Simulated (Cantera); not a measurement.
Charge: 1 mol (CH3)2SiCl2, 0.73 mol C2H4, 7.7 mol H2, held at 2.40 Torr.

These are equilibrium values from Cantera (NASA tables, ideal gas, pure condensed phases), not measurements of a reactor. Candidate condensed phases: C, C6H6, C7H8, C8H18, Si, SiC; 109 gas species. The feed counts by its element totals alone. Gases not in the tables: Si2H6 and higher silanes. Rates play no part.

**Question.** What share of the Si ends up in condensed phases as a function of T (°C), at 1202, 1277, 1352, 1427, 1502, 1577, 1652, 1727, 1802, 1877, 1952, 2027, 2102, 2177?

**Answer.** 
```tsv
T (°C)	Si condensed (%)	as
1202	99.2	SiC(s)
1277	99.0	SiC(s)
1352	98.6	SiC(s)
1427	98.1	SiC(s)
1502	97.6	SiC(s)
1577	97.0	SiC(s)
1652	96.0	SiC(s)
1727	94.4	SiC(s)
1802	91.0	SiC(s)
1877	82.8	SiC(s)
1952	61.6	SiC(s)
2027	6.0	SiC(s)
2102	0.0	-
2177	0.0	-
```
